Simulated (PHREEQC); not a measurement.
Silver or lead bath: speciation

Dissolve 0.0099 mol AgNO3 per kg of water at 20 °C. Closed to the air; pH follows from the charge balance.

All values are PHREEQC results (ion-association model, wateq4f.dat), not measurements.

Each row changes one thing in this solution. No solid was allowed to form.

```
case                                               pH  ionic strength (mol/kgw)
-----------------------------------------------  ----  ------------------------
as made                                          6.91                   0.00986
AgNO3 from 0.0099 to 0.0198 mol/kgw              6.83                    0.0197
diluted 100-fold with water                      7.08                   9.91e-5
AgNO3 replaced by Pb(NO3)2 at the same molality  4.95                    0.0272
AgNO3 from 0.0099 to 0.0109 mol/kgw              6.90                    0.0109
```
